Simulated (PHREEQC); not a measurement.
0.019 g of hydrous ferric oxide (600 m²/g; 0.2 weak and 0.005 strong sites per Fe, Dzombak-Morel constants, diffuse double layer) in 1 kg of water with 0.01 mol/kgw of an inert sodium salt and 0.00074 mmol/kgw Ag2SO4, at 25 °C; the pH is set by adding NaOH or the inert anion's acid. Oxygen alone is held at its pressure in air (log pO2 = -0.68). CO2 from the air is kept out. No solid was allowed to form.

Base run: PHREEQC, ion-association model, wateq4f.dat. Each further column changes one thing. The table gives Ag sorbed (%).

```csv
pH,base,no electrostatic term (-no_edl),background salt from 0.01 to 0.001 mol/kgw,oxide from 0.019 to 0.095 g/kgw,9e-06 mol/kgw MgCl2 added
4,0.0,0.0,0.0,0.0,0.0
5,0.1,0.0,0.1,0.6,0.1
5.5,0.4,0.0,0.5,2.0,0.4
6.5,4.0,0.8,4.3,17.4,3.9
7.5,23.5,20.4,24.4,64.9,23.1
8.5,55.1,54.0,55.9,94.4,54.6
9,67.2,62.1,67.8,98.1,65.9
10,87.3,67.3,88.0,99.8,83.7
```
